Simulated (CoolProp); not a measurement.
Saturated liquid density (kg/m³) of toluene: the reference equation beside estimates from Tc = 591.7 K, pc = 4.126 MPa, ω = 0.266.

Values from CoolProp's reference Helmholtz-energy equation of state, Lemmon 2006. It is a short technical equation, of lower accuracy than the large ones.

| T (K) | reference | van der Waals | Soave-Redlich-Kwong | Peng-Robinson |
|---|---|---|---|---|
| 323.8 | 838.1 | 492.8 | 748.8 | 843.5 |
| 339.1 | 823.4 | 484.9 | 736.9 | 830.8 |
| 354.5 | 808.5 | 476.6 | 724.2 | 817.2 |
| 369.8 | 793.3 | 468.1 | 710.8 | 802.8 |
| 385.2 | 777.6 | 459.1 | 696.4 | 787.3 |
| 400.5 | 761.7 | 449.8 | 681.2 | 770.7 |
| 415.9 | 745.0 | 440.0 | 664.8 | 752.8 |
| 431.2 | 727.8 | 429.7 | 647.3 | 733.6 |

Absolute difference from the reference over all 8 rows, mean and median: van der Waals 41.0 and 41.0 %, Soave-Redlich-Kwong 10.6 and 10.5 %, Peng-Robinson 1.0 and 1.1 %.
